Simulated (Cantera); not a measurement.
**Stirred combustor or abatement burner**

A perfectly stirred reactor is fed with C2H6 : O2 : N2 : CO2 = 1 : 3.5 : 13.2 : 5.1 (molar parts), at 2.96 atm; it is adiabatic with a 348 K inlet, and is followed from long to short residence time, starting on the burning branch (τ in s: 0.21, 0.086, 0.035, 0.014, 0.0057, 0.0023, 0.00093, 0.00038, 0.00015, 6.2e-05, 2.5e-05).

Detailed kinetics in Cantera: GRI-Mech 3.0 (53 species, 325 reactions).

| τ (s) | T (K) | x C2H6 | x O2 | x CO2 | x NO | x CH2 | x HO2 | x H2 |
|---|---|---|---|---|---|---|---|---|
| 0.21 | 1820 | 5.21e-7 | 0.00314 | 0.298 | 3.84e-5 | 2.96e-8 | 5.43e-7 | 0.000642 |
| 0.086 | 1808 | 1.07e-6 | 0.00404 | 0.296 | 3.43e-5 | 6.11e-8 | 9.76e-7 | 0.000830 |
| 0.035 | 1791 | 2.17e-6 | 0.00522 | 0.293 | 3.06e-5 | 1.27e-7 | 1.75e-6 | 0.00108 |
| 0.014 | 1770 | 4.41e-6 | 0.00676 | 0.290 | 2.75e-5 | 2.66e-7 | 3.10e-6 | 0.00141 |
| 0.0057 | 1743 | 8.88e-6 | 0.00867 | 0.286 | 2.47e-5 | 5.43e-7 | 5.29e-6 | 0.00182 |
| 0.0023 | 1709 | 1.86e-5 | 0.0111 | 0.281 | 2.13e-5 | 1.09e-6 | 8.88e-6 | 0.00234 |
| 0.00093 | 1665 | 4.28e-5 | 0.0144 | 0.274 | 1.61e-5 | 2.16e-6 | 1.51e-5 | 0.00301 |
| 0.00038 | 348 | 0.0439 | 0.154 | 0.224 | <1e-12 | <1e-12 | <1e-12 | <1e-12 |
| 0.00015 | 348 | 0.0439 | 0.154 | 0.224 | <1e-12 | <1e-12 | <1e-12 | <1e-12 |
| 6.2e-5 | 348 | 0.0439 | 0.154 | 0.224 | <1e-12 | <1e-12 | <1e-12 | <1e-12 |
| 2.5e-5 | 348 | 0.0439 | 0.154 | 0.224 | <1e-12 | <1e-12 | <1e-12 | <1e-12 |
x: mole fraction; the columns are a selection and need not sum to one.
